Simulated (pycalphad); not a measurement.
Source of the numbers: pycalphad with the COST 507 light-alloy database (1999); pressure 1 atm. The database dates from 1999; later assessments differ in places, in temperatures and in the compounds included. Phase fractions are per mole of atoms. Diffusion is slow at the low end, where real alloys seldom reach equilibrium.

Question: Give the equilibrium state of Ti-37.62Hf-1.585B (wt.%) at 625 K.

Answer: 
```
T = 625.00 K, P = 101325 Pa, N = 1 mol of atoms
G = -38198 J/mol, H = -4825 J/mol, S = 53.40 J/(mol K)  (SER reference)
chemical potentials (J/mol): Ti -23531, Hf -35437, B -169204
phase             fraction      x(Ti)      x(Hf)       x(B)
HCP_A3              0.8200     0.8426     0.1573    0.00012
BM                  0.1800     0.4969     0.0031     0.5000
```

Question: Give the equilibrium state of Ti-37.62Hf-1.585B (wt.%) at 1450 K.

Answer: bcc, fraction 0.822, with 40.5 Hf, 0.02 B wt.%; BM, fraction 0.178, with 9.3 Hf, 17.2 B wt.%.

Database names, with the compositions (at.%) that they take in these runs: BM: Ti 48-50 B 50 Hf 0-2. HCP_A3 is hcp.
